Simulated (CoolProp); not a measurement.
Aqueous potassium carbonate as a coolant, at 6 °C, 1 atm.

Values from CoolProp's Melinder's fits for secondary coolants.

```
mass %  freezing point (°C)  density (kg/m³)  conductivity (W/(m K))  cp (kJ/(kg K))  viscosity (mPa s)
------  -------------------  ---------------  ----------------------  --------------  -----------------
4.8                    -1.6             1046                   0.570           3.901               1.61
7.4                    -2.6             1070                   0.568           3.778               1.70
10.1                   -3.7             1096                   0.565           3.666               1.80
12.7                   -4.8             1122                   0.563           3.564               1.92
15.4                   -6.1             1149                   0.560           3.462               2.06
18.1                   -7.6             1176                   0.557           3.359               2.23
20.7                   -9.3             1203                   0.555           3.261               2.43
23.4                  -11.4             1232                   0.552           3.160               2.68
26                    -13.8             1261                   0.550           3.067               2.97
28.7                  -16.9             1291                   0.547           2.977               3.36
```
